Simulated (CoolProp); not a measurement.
Vapour-liquid equilibrium of R114 (1) + n-hexane (2) at 0.107 MPa; x and y are mole fractions of (1).

The numbers come from the multi-fluid Helmholtz-energy mixture model, Platzer 1990 and Thol 2019; pair parameters Bell 2016 in CoolProp. This equation is an older, rougher fit; its heat capacities, sound speeds and derivatives of the liquid may be far off and weren't checked against measurements.

```json
[
 {"x": "0.05", "bubble temperature, mixture model (°C)": "57.5", "bubble temperature, Raoult's law (°C)": "61.7", "y, mixture model": "0.364", "y, Raoult's law": "0.283"},
 {"x": "0.15", "bubble temperature, mixture model (°C)": "40.4", "bubble temperature, Raoult's law (°C)": "48.2", "y, mixture model": "0.685", "y, Raoult's law": "0.597"},
 {"x": "0.25", "bubble temperature, mixture model (°C)": "30.3", "bubble temperature, Raoult's law (°C)": "38.4", "y, mixture model": "0.808", "y, Raoult's law": "0.755"},
 {"x": "0.35", "bubble temperature, mixture model (°C)": "23.9", "bubble temperature, Raoult's law (°C)": "30.9", "y, mixture model": "0.868", "y, Raoult's law": "0.843"},
 {"x": "0.45", "bubble temperature, mixture model (°C)": "19.4", "bubble temperature, Raoult's law (°C)": "24.8", "y, mixture model": "0.903", "y, Raoult's law": "0.897"},
 {"x": "0.55", "bubble temperature, mixture model (°C)": "16.0", "bubble temperature, Raoult's law (°C)": "19.9", "y, mixture model": "0.927", "y, Raoult's law": "0.932"},
 {"x": "0.65", "bubble temperature, mixture model (°C)": "13.2", "bubble temperature, Raoult's law (°C)": "15.7", "y, mixture model": "0.945", "y, Raoult's law": "0.957"},
 {"x": "0.75", "bubble temperature, mixture model (°C)": "10.7", "bubble temperature, Raoult's law (°C)": "12.2", "y, mixture model": "0.961", "y, Raoult's law": "0.974"},
 {"x": "0.85", "bubble temperature, mixture model (°C)": "8.4", "bubble temperature, Raoult's law (°C)": "9.0", "y, mixture model": "0.976", "y, Raoult's law": "0.987"},
 {"x": "0.95", "bubble temperature, mixture model (°C)": "6.2", "bubble temperature, Raoult's law (°C)": "6.3", "y, mixture model": "0.992", "y, Raoult's law": "0.996"}
]
```

The largest gap from Raoult's law is -8.1 K in bubble temperature, at x = 0.25. No azeotrope shows between x = 0.05 and 0.95.

Pair parameters are fitted to limited data, so mixtures are less certain than the pure fluids.
